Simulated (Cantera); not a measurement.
An isothermal, constant-pressure homogeneous reactor starts with 3.10 % H2, 96.9 % O2, at 1100 K and 2.33 Torr.

Computed with Cantera and GRI-Mech 3.0 (53 species, 325 reactions). Radical loss at walls, strong at low pressure, is not modelled.

x: mole fraction; the columns are a selection and need not sum to one.

```json
[
 {"t (s)": "6.00e-6", "x H2": "0.0310", "x O2": "0.969", "x HO2": "4.88e-12", "x H2O": "<1e-12", "x H": "4.83e-12", "x O": "<1e-12"},
 {"t (s)": "2.27e-5", "x H2": "0.0310", "x O2": "0.969", "x HO2": "1.85e-11", "x H2O": "<1e-12", "x H": "1.78e-11", "x O": "<1e-12"},
 {"t (s)": "8.62e-5", "x H2": "0.0310", "x O2": "0.969", "x HO2": "7.01e-11", "x H2O": "<1e-12", "x H": "6.16e-11", "x O": "8.98e-12"},
 {"t (s)": "0.000327", "x H2": "0.0310", "x O2": "0.969", "x HO2": "2.66e-10", "x H2O": "2.05e-11", "x H": "1.82e-10", "x O": "1.04e-10"},
 {"t (s)": "0.00124", "x H2": "0.0310", "x O2": "0.969", "x HO2": "?", "x H2O": "6.68e-10", "x H": "6.10e-10", "x O": "1.06e-9"},
 {"t (s)": "0.00469", "x H2": "0.0310", "x O2": "0.969", "x HO2": "?", "x H2O": "3.95e-8", "x H": "1.16e-8", "x O": "3.16e-8"},
 {"t (s)": "0.0178", "x H2": "0.0292", "x O2": "0.968", "x HO2": "?", "x H2O": "0.00137", "x H": "0.000380", "x O": "0.000985"},
 {"t (s)": "0.0674", "x H2": "0.000346", "x O2": "0.945", "x HO2": "7.96e-7", "x H2O": "0.0278", "x H": "0.00415", "x O": "0.0212"},
 {"t (s)": "0.256", "x H2": "0.000271", "x O2": "0.950", "x HO2": "7.46e-7", "x H2O": "0.0288", "x H": "0.00281", "x O": "0.0163"},
 {"t (s)": "0.969", "x H2": "0.000123", "x O2": "0.961", "x HO2": "?", "x H2O": "0.0304", "x H": "0.000819", "x O": "0.00710"},
 {"t (s)": "3.67", "x H2": "2.08e-5", "x O2": "0.967", "x HO2": "?", "x H2O": "0.0312", "x H": "5.61e-5", "x O": "0.00119"},
 {"t (s)": "13.9", "x H2": "1.97e-6", "x O2": "0.968", "x HO2": "?", "x H2O": "0.0314", "x H": "1.64e-6", "x O": "0.000113"},
 {"t (s)": "52.8", "x H2": "2.03e-7", "x O2": "0.968", "x HO2": "?", "x H2O": "0.0315", "x H": "5.51e-8", "x O": "1.17e-5"},
 {"t (s)": "200", "x H2": "2.91e-8", "x O2": "0.968", "x HO2": "?", "x H2O": "0.0315", "x H": "3.02e-9", "x O": "1.69e-6"}
]
```

### Question
Some entries are withheld; supply them.

### Answer

- 0.00124, x HO2: 1.01e-9
- 0.00469, x HO2: 3.87e-9
- 0.0178, x HO2: 6.50e-7
- 0.969, x HO2: 5.76e-7
- 3.67, x HO2: 2.58e-7
- 13.9, x HO2: 5.86e-8
- 52.8, x HO2: 9.57e-9
- 200, x HO2: 1.89e-9
